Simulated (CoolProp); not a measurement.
R115 along the isotherm 382 K: density (kg/m³) from the reference equation and from simpler models built on Tc = 353.1 K, pc = 3.129 MPa, ω = 0.248; each cubic takes its own stable root.

Values from CoolProp's reference Helmholtz-energy equation of state, Lemmon 2016.

```json
[
 {"p (MPa)": "0.489", "phase": "gas", "reference": "24.78"},
 {"p (MPa)": "0.978", "phase": "gas", "reference": "51.89"},
 {"p (MPa)": "1.47", "phase": "gas", "reference": "82.18"},
 {"p (MPa)": "1.96", "phase": "gas", "reference": "116.3"},
 {"p (MPa)": "2.44", "phase": "gas", "reference": "154.9"},
 {"p (MPa)": "2.93", "phase": "gas", "reference": "202.0"},
 {"p (MPa)": "3.42", "phase": "supercritical", "reference": "260.6"},
 {"p (MPa)": "3.91", "phase": "supercritical", "reference": "336.9"},
 {"p (MPa)": "4.4", "phase": "supercritical", "reference": "438.2"},
 {"p (MPa)": "4.89", "phase": "supercritical", "reference": "559.5"},
 {"p (MPa)": "5.38", "phase": "supercritical", "reference": "670.4"},
 {"p (MPa)": "5.87", "phase": "supercritical", "reference": "751.2"},
 {"p (MPa)": "6.36", "phase": "supercritical", "reference": "808.1"},
 {"p (MPa)": "6.85", "phase": "supercritical", "reference": "850.2"},
 {"p (MPa)": "7.33", "phase": "supercritical", "reference": "882.5"},
 {"p (MPa)": "7.82", "phase": "supercritical", "reference": "909.7"}
]
```

Question: How far does each simpler model (ideal gas, van der Waals, Soave-Redlich-Kwong) lie from the reference over these 16 states: mean and median of the absolute difference, and the worst?

Answer: 
- ideal gas: mean 40.5 %, median 47.4 %, worst -62.0 % at 382 K and 5.87 MPa
- van der Waals: mean 7.7 %, median 5.2 %, worst -19.4 % at 382 K and 7.82 MPa
- Soave-Redlich-Kwong: mean 6.0 %, median 4.8 %, worst -12.9 % at 382 K and 5.87 MPa
